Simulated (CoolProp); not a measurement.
Saturated liquid density (kg/m³) of hexamethyldisiloxane (MM): the reference equation beside estimates from Tc = 518.7 K, pc = 1.931 MPa, ω = 0.418. Rackett uses Z = 0.29056 − 0.08775 ω.

The numbers come from the reference Helmholtz-energy equation of state, Thol 2016 in CoolProp.

| T (K) | reference | Rackett | Redlich-Kwong |
|---|---|---|---|
| 304.7 | 752.6 | 830.4 | 666.3 |
| 315 | 741.5 | 818.1 | 655.9 |
| 325.3 | 730.4 | 805.5 | 645.1 |
| 335.6 | 719.0 | 792.7 | 633.9 |
| 345.9 | 707.4 | 779.6 | 622.2 |
| 356.2 | 695.6 | 766.1 | 610.1 |
| 366.5 | 683.5 | 752.3 | 597.4 |
| 376.7 | 671.2 | 738.1 | 584.3 |
| 387 | 658.4 | 723.4 | 570.5 |
| 397.3 | 645.1 | 708.2 | 556.1 |
| 407.6 | 631.4 | 692.3 | 540.9 |
| 417.9 | 617.1 | 675.8 | 524.9 |
| 428.2 | 602.1 | 658.4 | 507.9 |
| 438.5 | 586.2 | 640.1 | 490.0 |

Absolute difference from the reference over all 14 rows, mean and median: Rackett 9.9 and 10.0 %, Redlich-Kwong 13.2 and 12.8 %.
